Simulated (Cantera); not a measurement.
Input: 1 mol Si3N4, 0.19 mol C, 6.1 mol H2, equilibrated at 133 Pa.

Method: chemical equilibrium by Gibbs-energy minimisation in Cantera with the NASA 1993 tables (ideal gas, pure condensed phases). Candidate condensed phases: C, C6H6, C7H8, C8H18, Si, SiC, Si3N4; 105 gas species. Mutual solubility and eutectic melting of coexisting phases are not modelled. Gases not in the tables: Si2H6 and higher silanes. Equilibrium is a limit: real reactors are often held back by kinetics, nucleation or transport.

Q: Which condensed phases are stable at each of these points (T (K)): 1825, 1875, 1925, 1975, 2025, 2075, 2125, 2175, 2225, 2275, 2325, 2375, 2425?

A: 
```
T (K)  condensed phases  Si condensed (%)
-----  ----------------  ----------------
1825     Si(l) + SiC(s)              99.0
1875     Si(l) + SiC(s)              97.9
1925     Si(l) + SiC(s)              96.0
1975     Si(l) + SiC(s)              92.4
2025     Si(l) + SiC(s)              85.8
2075     Si(l) + SiC(s)              73.6
2125     Si(l) + SiC(s)              50.7
2175     Si(l) + SiC(s)               5.0
2225           gas only               0.0
2275           gas only               0.0
2325           gas only               0.0
2375           gas only               0.0
2425           gas only               0.0
```

From 1825 K to 2175 K the condensed part is Si(l) + SiC(s). From 2225 K to 2425 K nothing is condensed.
